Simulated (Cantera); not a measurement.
Standard-state values (1 bar) from the NASA 1993 polynomials, evaluated with Cantera. Values are per mole of reaction as written; species without (g) are pure solids or liquids, kept so even where they would boil at 1 bar.

Problem. Between 2175 and 2925 K, where is each reaction favourable under standard conditions?
- Cl(g) + TiCl₃(g) → TiCl₄(g)

Solution. 
- Cl(g) + TiCl₃(g) → TiCl₄(g): ΔG° is -67 kJ at 2175 K and 29 kJ at 2925 K; it changes sign between 2625 and 2775 K. ΔH° is -345 kJ and ΔS° -128 J/K at 2925 K.
